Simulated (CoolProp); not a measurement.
Methanol along the isobar 36.8 MPa: fugacity coefficient from the reference equation and from simpler models built on Tc = 513.4 K, pc = 8.216 MPa, ω = 0.565; each cubic takes its own stable root.

Model: reference Helmholtz-energy equation of state, de Reuck 1993, in CoolProp.

| T (K) | phase | reference | Redlich-Kwong | Soave-Redlich-Kwong | Peng-Robinson |
|---|---|---|---|---|---|
| 367.8 | liquid | 0.01270 | 0.04410 | (withheld) | 0.01446 |
| 393 | liquid | 0.02572 | 0.06926 | 0.03199 | 0.02957 |
| 418.2 | liquid | 0.04674 | 0.1010 | (withheld) | 0.05377 |
| 443.5 | liquid | 0.07769 | 0.1390 | 0.09732 | 0.08893 |
| 468.7 | liquid | 0.1193 | 0.1820 | 0.1486 | 0.1354 |
| 493.9 | liquid | 0.1714 | 0.2289 | 0.2116 | 0.1927 |
| 519.1 | supercritical | (withheld) | 0.2785 | 0.2843 | 0.2588 |
| 544.3 | supercritical | 0.2998 | 0.3296 | 0.3633 | 0.3309 |
| 569.6 | supercritical | 0.3700 | 0.3810 | 0.4451 | 0.4059 |
| 594.8 | supercritical | 0.4383 | 0.4315 | 0.5255 | (withheld) |
| 620 | supercritical | 0.5014 | 0.4802 | 0.6019 | 0.5506 |

**Question.** Some entries are withheld; supply them.

**Answer.** 
- 367.8, Soave-Redlich-Kwong: 0.01547
- 418.2, Soave-Redlich-Kwong: 0.05858
- 519.1, reference: 0.2325
- 594.8, Peng-Robinson: 0.4799
